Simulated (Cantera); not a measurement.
A closed system holds: 1 mol SiC, 0.35 mol CO₂, a varied amount of H₂, 0.056 mol N₂O, equilibrated at 1698.15 K and 0.00548 Torr.

Cantera equilibrium calculation (NASA polynomials, part measured and part estimated; ideal gas, pure solids and liquids). Candidate condensed phases: C, C₆H₆, C₇H₈, C₈H₁₈, H₂O, Si, SiC, SiO₂, Si₂N₂O, Si₃N₄; 151 gas species. The numbers say what is thermodynamically allowed, not how fast it happens.

Question: What share of the Si ends up in condensed phases as a function of n(H₂) (mol), at 120, 190, 260, 340, 410, 480, 560, 630, 700, 780, 850, 920?

Answer: 
```
n(H₂) (mol)  Si condensed (%)      as
-----------  ----------------  ------
120                      59.9  SiC(s)
190                      57.8  SiC(s)
260                      55.5  SiC(s)
340                      52.1  SiC(s)
410                      42.4  SiC(s)
480                      32.6  SiC(s)
560                      21.4  SiC(s)
630                      11.7  SiC(s)
700                       1.9  SiC(s)
780                       0.0       -
850                       0.0       -
920                       0.0       -
```
